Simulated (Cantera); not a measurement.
Input: 1 mol MgO, 0.014 mol Br2, 1.1 mol H2, at 10.0 mbar.

Cantera equilibrium calculation (NASA polynomials, part measured and part estimated; ideal gas, pure solids and liquids). Candidate condensed phases: Br2, H2O, Mg, MgBr2, MgO, Mg(OH)2; 20 gas species. Equilibrium is a limit: real reactors are often held back by kinetics, nucleation or transport.

x: gas mole fraction; n: condensed amount in mol.

| T (°C) | x H2 | x HBr | x H2O | x MgBr2 | x Br | x H | x MgBr | n MgO(s) |
|---|---|---|---|---|---|---|---|---|
| 452 | 0.975 | 0.0251 | 2.57e-5 | 2.45e-5 | 9.80e-10 | <1e-12 | <1e-12 | 1.000 |
| 527 | 0.975 | 0.0250 | 6.64e-5 | 6.64e-5 | 1.02e-8 | ___ | <1e-12 | 1.000 |
| 602 | 0.975 | 0.0248 | 0.000147 | 0.000147 | 7.14e-8 | ___ | 6.48e-12 | 1.000 |
| 677 | 0.975 | 0.0246 | 0.000285 | 0.000285 | 3.66e-7 | ___ | 1.47e-10 | 1.000 |
| 752 | 0.975 | 0.0241 | 0.000495 | 0.000495 | 1.47e-6 | ___ | 2.10e-9 | 0.999 |
| 827 | 0.975 | 0.0236 | 0.000786 | 0.000786 | 4.85e-6 | ___ | 2.06e-8 | 0.999 |
| 902 | 0.975 | 0.0228 | 0.00116 | 0.00116 | 1.36e-5 | ___ | 1.50e-7 | 0.999 |
| 977 | 0.975 | 0.0219 | 0.00161 | 0.00161 | 3.34e-5 | ___ | 8.60e-7 | 0.998 |
| 1052 | 0.975 | 0.0208 | 0.00212 | 0.00212 | 7.33e-5 | ___ | 4.01e-6 | 0.998 |
| 1127 | 0.975 | 0.0197 | 0.00267 | 0.00266 | 0.000146 | ___ | 1.58e-5 | 0.997 |
| 1202 | 0.975 | 0.0184 | 0.00326 | 0.00319 | 0.000268 | ___ | 5.34e-5 | 0.996 |
| 1277 | 0.974 | 0.0172 | 0.00391 | 0.00366 | 0.000459 | ___ | 0.000158 | 0.996 |

Task: What belongs in the gaps?

Result: 
- 527, x H: 2.86e-11
- 602, x H: 4.95e-10
- 677, x H: 5.49e-9
- 752, x H: 4.30e-8
- 827, x H: 2.55e-7
- 902, x H: 1.21e-6
- 977, x H: 4.77e-6
- 1052, x H: 1.61e-5
- 1127, x H: 4.80e-5
- 1202, x H: 0.000128
- 1277, x H: 0.000311
